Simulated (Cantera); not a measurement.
# Equilibrium for aluminium nitride and oxide growth: Al + N2O + H2

A closed system holds: 1 mol Al, 7 mol N2O, 12 mol H2, at 1900 K.

Method: chemical equilibrium by Gibbs-energy minimisation in Cantera with the NASA 1993 tables (ideal gas, pure condensed phases). Candidate condensed phases: Al, AlN, Al2O3, H2O; 35 gas species. Gases not in the tables: Al(OH)3. Equilibrium is a limit: real reactors are often held back by kinetics, nucleation or transport.

From 0.0750 Torr to 750 Torr the condensed part is Al2O3(s).

```tsv
P (Pa)	x N2	x H2	x H2O	x H	x OH	n Al2O3(s)
10	0.359	0.314	0.278	0.0445	0.00324	0.500
28	0.363	0.325	0.283	0.0270	0.00193	0.500
77	0.365	0.332	0.286	0.0165	0.00117	0.500
220	0.366	0.336	0.287	0.00980	0.000689	0.500
600	0.367	0.338	0.288	0.00596	0.000417	0.500
1700	0.368	0.340	0.289	0.00355	0.000248	0.500
4600	0.368	0.341	0.289	0.00216	0.000150	0.500
13000	0.368	0.341	0.289	0.00129	8.95e-5	0.500
36000	0.368	0.342	0.289	0.000773	5.38e-5	0.500
100000	0.368	0.342	0.289	0.000464	3.23e-5	0.500
```
x: gas mole fraction; n: condensed amount in mol.
